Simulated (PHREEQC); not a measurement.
Dissolve 3.9 mmol/kgw Cu(BF4)2, 0.43 mmol/kgw HNO3 and 1.5 mmol/kgw H3BO3 at 75 °C. Closed to the air; pH follows from the charge balance.

All values are PHREEQC results (ion-association model, phreeqc.dat), not measurements.

No solid was allowed to form.

Question: What pH does the model give?

Answer: pH 3.04.

Question: In which forms is B present?

Answer: BF4- 49 %, H3BO3 35 %, BF2(OH)2- 8.4 %, BF3OH- 7.3 % of the B.

Away from 25 °C the constants follow the database's enthalpies or fits; those with neither stay at their 25 °C values. Real BF4- forms and hydrolyses slowly; the run takes it at equilibrium.
